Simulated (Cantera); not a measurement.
An isothermal, constant-pressure homogeneous reactor starts with C2H6 : N2 = 1 : 87 (molar parts), at 1800 K and 0.0133 bar. Integrator tolerance rtol = 1e-08.

Computed with Cantera and GRI-Mech 3.0 (53 species, 325 reactions). GRI-Mech 3.0 stops at C3 and has no aromatics, soot or wall deposition, so with more carbon than oxygen in the feed, carbon stays in small species such as C2H2 where larger ones or solid carbon would form. Radical loss at walls, strong at low pressure, is not modelled.

```csv
quantity,before,after
x(C2H6) at 100 s,<1e-12 (gas-phase equilibrium <1e-12),<1e-12 (gas-phase equilibrium <1e-12)
x(HCN) at 100 s,0.000152 (gas-phase equilibrium 0.0200),0.000128 (gas-phase equilibrium 0.0529)
x(CH3) at 100 s,1.98e-8 (gas-phase equilibrium 3.54e-8),1.90e-7 (gas-phase equilibrium 3.10e-7)
x(H2) at 100 s,0.0220 (gas-phase equilibrium 0.0220),0.0695 (gas-phase equilibrium 0.0695)
x(CH4) at 100 s,4.67e-8 (gas-phase equilibrium 8.33e-8),7.96e-7 (gas-phase equilibrium 1.30e-6)
x(C2H4) at 100 s,7.51e-8 (gas-phase equilibrium 7.51e-9),7.51e-7 (gas-phase equilibrium 1.83e-7)
```

Question: Name the change that produced these shifts.
(A) N2 87 to 570 parts
(B) C2H6 1 to 3.4 parts
(C) temperature 1800 to 1100 K
(D) C2H6 1 to 0.23 parts

Answer: B, C2H6 1 to 3.4 parts
